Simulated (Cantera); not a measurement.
An isothermal plug-flow reactor at 675 K and 750 Torr (inlet), inlet velocity 3.3 m/s, active area per volume 160 1/m; feed 1.40 % H₂, 3.27 % O₂, 92.3 % N₂, 3.04 % H₂O, equivalence ratio 0.21.

Model: Deutschmann's 1995 Pt surface mechanism with GRI-Mech 3.0 gas chemistry, integrated in Cantera. Catalytic surfaces can have several steady states; this one follows from the mechanism file's or the stated starting coverage. Mass transfer to the wall is taken as infinitely fast.

x: gas mole fraction; θ: surface coverage.

```json
[
 {"z (m)": "0.00029", "x H₂": "0.0105", "x O₂": "0.0310", "x H₂O": "0.0340", "θ free Pt": "0.593", "θ O*": "0.384", "θ OH*": "0.0226"},
 {"z (m)": "0.00048", "x H₂": "0.00892", "x O₂": "0.0302", "x H₂O": "0.0356", "θ free Pt": "0.518", "θ O*": "0.458", "θ OH*": "0.0230"},
 {"z (m)": "0.00079", "x H₂": "0.00715", "x O₂": "0.0294", "x H₂O": "0.0374", "θ free Pt": "0.428", "θ O*": "0.549", "θ OH*": "0.0230"},
 {"z (m)": "0.0013", "x H₂": "(withheld)", "x O₂": "0.0285", "x H₂O": "0.0392", "θ free Pt": "(withheld)", "θ O*": "(withheld)", "θ OH*": "0.0221"},
 {"z (m)": "0.0022", "x H₂": "0.00366", "x O₂": "0.0277", "x H₂O": "0.0410", "θ free Pt": "0.233", "θ O*": "0.747", "θ OH*": "0.0201"},
 {"z (m)": "0.0037", "x H₂": "0.00238", "x O₂": "0.0270", "x H₂O": "0.0423", "θ free Pt": "0.155", "θ O*": "0.828", "θ OH*": "0.0174"},
 {"z (m)": "0.0062", "x H₂": "0.00149", "x O₂": "0.0266", "x H₂O": "0.0432", "θ free Pt": "0.0986", "θ O*": "0.887", "θ OH*": "0.0144"},
 {"z (m)": "0.01", "x H₂": "0.000944", "x O₂": "0.0263", "x H₂O": "0.0437", "θ free Pt": "0.0635", "θ O*": "0.925", "θ OH*": "0.0119"},
 {"z (m)": "0.017", "x H₂": "0.000558", "x O₂": "0.0262", "x H₂O": "0.0441", "θ free Pt": "0.0388", "θ O*": "0.952", "θ OH*": "0.00944"},
 {"z (m)": "0.029", "x H₂": "(withheld)", "x O₂": "0.0260", "x H₂O": "0.0444", "θ free Pt": "(withheld)", "θ O*": "0.968", "θ OH*": "(withheld)"}
]
```

### Question
Fill in the missing entries.

### Answer

- 0.0013, x H₂: 0.00534
- 0.0013, θ free Pt: 0.330
- 0.0013, θ O*: 0.648
- 0.029, x H₂: 0.000321
- 0.029, θ free Pt: 0.0242
- 0.029, θ OH*: 0.00753
